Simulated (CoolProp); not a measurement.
Vapour-liquid equilibrium of dimethyl ether (1) + isobutane (2) at 6.62 bar; x and y are mole fractions of (1).

Model: multi-fluid Helmholtz-energy mixture model, Wu 2011 and Bücker 2006; pair parameters Bell 2016, in CoolProp.

| x | bubble temperature (°C) | y at the bubble point | dew temperature at overall composition x (°C) | liquid density (mol/L) |
|---|---|---|---|---|
| 0.05 | 46.0 | 0.100 | 47.3 | 9.137 |
| 0.15 | 41.6 | 0.261 | 44.6 | 9.544 |
| 0.25 | 38.3 | 0.385 | 41.9 | 9.961 |
| 0.35 | 35.8 | 0.486 | 39.3 | 10.40 |
| 0.45 | 33.8 | 0.571 | 36.7 | 10.86 |
| 0.55 | 32.2 | 0.648 | 34.3 | 11.36 |
| 0.65 | 31.0 | 0.720 | 32.2 | 11.90 |
| 0.75 | 30.1 | 0.791 | 30.6 | 12.49 |
| 0.85 | 29.4 | 0.867 | 29.5 | 13.13 |
| 0.95 | 29.1 | 0.952 | 29.1 | 13.84 |

No azeotrope shows between x = 0.05 and 0.95.

Pair parameters are fitted to limited data, so mixtures are less certain than the pure fluids.
